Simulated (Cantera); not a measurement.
Cantera run:

```python
import numpy as np
import cantera as ct

gas_names = [...]  # 118 gases of nasa_gas.yaml made of C, Cl, F, H
cond_names = """
    C(gr) C6H6(L) C7H8(L) C8H18(L),n-octa
""".split()


# ... load() reads the species with a 1 bar reference pressure and builds the phases ...
atoms = {
    'CF4': {'C': 1, 'F': 4},
    'HCl': {'H': 1, 'CL': 1},
    'H2': {'H': 2},
}
top_T = {'C(gr)': 4500}  # K; cautious upper limits of use, not melting points


# ... equilibrate(T, P, feed) seeds the gas with the atoms and calls Mixture.equilibrate('TP', solver="vcs", rtol=1e-11, max_steps=5000) ...
results = []
feed = {'CF4': 1, 'HCl': 0.072, 'H2': 16}  # mol
for P in [1, 5.2, 27, 140, 720, 3700, 19000, 100000]:
    for T in [1800, 1900, 2000, 2100, 2200, 2300, 2400, 2500, 2600, 2700, 2800, 2900, 3000]:
        mix = equilibrate(T, P, feed)
        results.append((T, P, feed, dict(zip(mix.species_names, mix.species_moles))))

for T, P, feed, n in results:
    print(f"{T:7g} {P:10.4g}  " + (" + ".join(c for c in cond_names if n.get(c, 0) > 1e-12) or "gas only"))
```

Result:

```
   1800          1  C(gr)
   1900          1  C(gr)
   2000          1  C(gr)
   2100          1  C(gr)
   2200          1  C(gr)
   2300          1  C(gr)
   2400          1  gas only
   2500          1  gas only
   2600          1  gas only
   2700          1  gas only
   2800          1  gas only
   2900          1  gas only
   3000          1  gas only
   1800        5.2  C(gr)
   1900        5.2  C(gr)
   2000        5.2  C(gr)
   2100        5.2  C(gr)
   2200        5.2  C(gr)
   2300        5.2  C(gr)
   2400        5.2  C(gr)
   2500        5.2  gas only
   2600        5.2  gas only
   2700        5.2  gas only
   2800        5.2  gas only
   2900        5.2  gas only
   3000        5.2  gas only
   1800         27  C(gr)
   1900         27  C(gr)
   2000         27  C(gr)
   2100         27  C(gr)
   2200         27  C(gr)
   2300         27  C(gr)
   2400         27  C(gr)
   2500         27  C(gr)
   2600         27  gas only
   2700         27  gas only
   2800         27  gas only
   2900         27  gas only
   3000         27  gas only
   1800        140  C(gr)
   1900        140  C(gr)
   2000        140  C(gr)
   2100        140  C(gr)
   2200        140  C(gr)
   2300        140  C(gr)
   2400        140  C(gr)
   2500        140  C(gr)
   2600        140  C(gr)
   2700        140  C(gr)
   2800        140  gas only
   2900        140  gas only
   3000        140  gas only
   1800        720  C(gr)
   1900        720  C(gr)
   2000        720  C(gr)
   2100        720  C(gr)
   2200        720  C(gr)
   2300        720  C(gr)
   2400        720  C(gr)
   2500        720  C(gr)
   2600        720  C(gr)
   2700        720  C(gr)
   2800        720  C(gr)
   2900        720  gas only
   3000        720  gas only
   1800       3700  C(gr)
   1900       3700  C(gr)
   2000       3700  C(gr)
   2100       3700  C(gr)
   2200       3700  C(gr)
   2300       3700  C(gr)
   2400       3700  C(gr)
   2500       3700  C(gr)
   2600       3700  C(gr)
   2700       3700  C(gr)
   2800       3700  C(gr)
   2900       3700  gas only
   3000       3700  gas only
   1800    1.9e+04  C(gr)
   1900    1.9e+04  C(gr)
   2000    1.9e+04  C(gr)
   2100    1.9e+04  C(gr)
   2200    1.9e+04  C(gr)
   2300    1.9e+04  C(gr)
   2400    1.9e+04  C(gr)
   2500    1.9e+04  C(gr)
   2600    1.9e+04  C(gr)
   2700    1.9e+04  C(gr)
   2800    1.9e+04  C(gr)
   2900    1.9e+04  gas only
   3000    1.9e+04  gas only
   1800      1e+05  C(gr)
   1900      1e+05  C(gr)
   2000      1e+05  C(gr)
   2100      1e+05  C(gr)
   2200      1e+05  C(gr)
   2300      1e+05  C(gr)
   2400      1e+05  C(gr)
   2500      1e+05  C(gr)
   2600      1e+05  C(gr)
   2700      1e+05  C(gr)
   2800      1e+05  C(gr)
   2900      1e+05  gas only
   3000      1e+05  gas only
```

Method: chemical equilibrium by Gibbs-energy minimisation in Cantera with the NASA 1993 tables (ideal gas, pure condensed phases).
